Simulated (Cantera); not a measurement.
Input: 1 mol Cr, 0.96 mol NH3, at 13300 Pa.

Method: chemical equilibrium by Gibbs-energy minimisation in Cantera with the NASA 1993 tables (ideal gas, pure condensed phases). Candidate condensed phases: Cr, CrN, Cr2N; 11 gas species. Mutual solubility and eutectic melting of coexisting phases are not modelled. Kinetics and transport are ignored.

log p: log10 of the partial pressure in bar; n: condensed amount in mol.

```
T (K)  log p H2  log p N2     log p H  log p Cr  log p NH3  n CrN(s)  n Cr2N(s)  n Cr(s)
-----  --------  --------  ----------  --------  ---------  --------  ---------  -------
1073      -0.90     -2.17  (withheld)    -12.23      -5.86     0.609      0.195        0
1148      -0.94     -1.74  (withheld)    -10.91      -5.89         0      0.500        0
1223      -0.94     -1.74  (withheld)     -9.66      -6.04         0      0.500        0
1298      -0.94     -1.74  (withheld)     -8.55      -6.18         0      0.500        0
1373      -0.94     -1.74  (withheld)     -7.57      -6.30         0      0.500        0
1448      -0.97     -1.59  (withheld)     -6.73      -6.38         0      0.272    0.456
1523      -1.00     -1.48  (withheld)     -6.05      -6.48         0          0    1.000
1598      -1.00     -1.48  (withheld)     -5.43      -6.57         0          0    1.000
1673      -1.00     -1.48  (withheld)     -4.87      -6.65         0          0    1.000
1748      -1.00     -1.48  (withheld)     -4.36      -6.73         0          0    0.999
```

Problem. Fill in the missing entries.

Solution. 
- 1073, log p H: -8.30
- 1148, log p H: -7.61
- 1223, log p H: -6.99
- 1298, log p H: -6.44
- 1373, log p H: -5.95
- 1448, log p H: -5.52
- 1523, log p H: -5.14
- 1598, log p H: -4.77
- 1673, log p H: -4.44
- 1748, log p H: -4.14
